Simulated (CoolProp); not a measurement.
Aqueous ethylene glycol as a coolant, at 33 °C, 1 atm.

The numbers come from the Melinder's fits for secondary coolants in CoolProp.

| mass % | freezing point (°C) | density (kg/m³) | conductivity (W/(m K)) | viscosity (mPa s) | Prandtl number |
|---|---|---|---|---|---|
| 3.9 | -1.2 | 999.2 | 0.600 | 0.811 | 5.58 |
| 10.3 | -3.5 | 1007 | 0.568 | 0.936 | 6.67 |
| 16.7 | -6.2 | 1015 | 0.537 | 1.09 | 8.07 |
| 23.1 | -9.8 | 1023 | 0.508 | 1.28 | 9.77 |
| 29.5 | -14.2 | 1032 | 0.479 | 1.50 | 11.8 |
| 35.9 | -19.7 | 1040 | 0.452 | 1.76 | 14.2 |
| 42.3 | -26.3 | 1048 | 0.426 | 2.06 | 17.1 |
| 48.7 | -34.2 | 1056 | 0.402 | 2.43 | 20.6 |
| 55.1 | -43.4 | 1064 | 0.379 | 2.87 | 24.8 |
